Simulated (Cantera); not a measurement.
What does this Cantera script print?

```python
import numpy as np
import cantera as ct

gas_names = """
    CL CL2 H HCL H2 N NH NH2 NH3 N2 N2H2 N2H4 Si SiCL SiCL2 SiCL3 SiCL4 SiH SiHCL3 SiH2 SiH2CL2 SiH3
    SiH3CL SiH4 SiN Si2 Si2N Si3
""".split()
cond_names = """
    NH4CL(a) NH4CL(b) Si(cr) Si(L) Si3N4(a)
""".split()


# ... load() reads the species with a 1 bar reference pressure and builds the phases ...
atoms = {
    'Si3H8': {'Si': 3, 'H': 8},
    'HCl': {'H': 1, 'CL': 1},
    'N2': {'N': 2},
}
top_T = {'Si3N4(a)': 2400}  # K; cautious upper limits of use, not melting points


# ... equilibrate(T, P, feed) seeds the gas with the atoms and calls Mixture.equilibrate('TP', solver="vcs", rtol=1e-11, max_steps=5000) ...
results = []
T = 1248  # K
P = 130000  # Pa
for m in [3.9, 5.4, 7.4, 10, 14, 19, 27, 37, 51, 70, 96]:
    feed = {'Si3H8': 1, 'HCl': 0.57, 'N2': m}  # mol
    mix = equilibrate(T, P, feed)
    results.append((T, P, feed, dict(zip(mix.species_names, mix.species_moles))))
    x = sorted(zip(gas.X, gas.species_names), reverse=True)
    print(f"T = {T:g} K  P = {P:g} Pa  n(N2) = {m:g} mol  gas = {mix.phase_moles(0):.4g} mol")
    print("   x: " + "  ".join(f"{s} {v:.3e}" for v, s in x if v > 0.0001))
    print("   condensed (mol): " + ("  ".join(f"{mix.phase(i).name} {mix.phase_moles(i):.4g}"
          for i in range(1, mix.n_phases) if mix.phase_moles(i) > 1e-12) or "none"))
```

It prints:

```
T = 1248 K  P = 130000 Pa  n(N2) = 3.9 mol  gas = 6.47 mol
   x: H2 6.183e-01  N2 2.937e-01  HCL 8.784e-02
   condensed (mol): Si3N4(a) 0.9998
T = 1248 K  P = 130000 Pa  n(N2) = 5.4 mol  gas = 7.97 mol
   x: H2 5.019e-01  N2 4.266e-01  HCL 7.138e-02
   condensed (mol): Si3N4(a) 0.9999
T = 1248 K  P = 130000 Pa  n(N2) = 7.4 mol  gas = 9.97 mol
   x: N2 5.416e-01  H2 4.012e-01  HCL 5.710e-02
   condensed (mol): Si3N4(a) 0.9999
T = 1248 K  P = 130000 Pa  n(N2) = 10 mol  gas = 12.57 mol
   x: N2 6.364e-01  H2 3.182e-01  HCL 4.530e-02
   condensed (mol): Si3N4(a) 1
T = 1248 K  P = 130000 Pa  n(N2) = 14 mol  gas = 16.57 mol
   x: N2 7.242e-01  H2 2.414e-01  HCL 3.438e-02
   condensed (mol): Si3N4(a) 1
T = 1248 K  P = 130000 Pa  n(N2) = 19 mol  gas = 21.57 mol
   x: N2 7.881e-01  H2 1.854e-01  HCL 2.641e-02
   condensed (mol): Si3N4(a) 1
T = 1248 K  P = 130000 Pa  n(N2) = 27 mol  gas = 29.57 mol
   x: N2 8.455e-01  H2 1.353e-01  HCL 1.927e-02
   condensed (mol): Si3N4(a) 1
T = 1248 K  P = 130000 Pa  n(N2) = 37 mol  gas = 39.57 mol
   x: N2 8.845e-01  H2 1.011e-01  HCL 1.440e-02
   condensed (mol): Si3N4(a) 1
T = 1248 K  P = 130000 Pa  n(N2) = 51 mol  gas = 53.57 mol
   x: N2 9.147e-01  H2 7.466e-02  HCL 1.064e-02
   condensed (mol): Si3N4(a) 1
T = 1248 K  P = 130000 Pa  n(N2) = 70 mol  gas = 72.57 mol
   x: N2 9.370e-01  H2 5.512e-02  HCL 7.853e-03
   condensed (mol): Si3N4(a) 1
T = 1248 K  P = 130000 Pa  n(N2) = 96 mol  gas = 98.57 mol
   x: N2 9.536e-01  H2 4.058e-02  HCL 5.782e-03
   condensed (mol): Si3N4(a) 1
```

Cantera equilibrium calculation (NASA polynomials, part measured and part estimated; ideal gas, pure solids and liquids). The feed counts by its element totals alone. N2 is the only nitrogen source here; it is nearly inert below about 1500 K, so the nitride shown seldom forms there in practice.
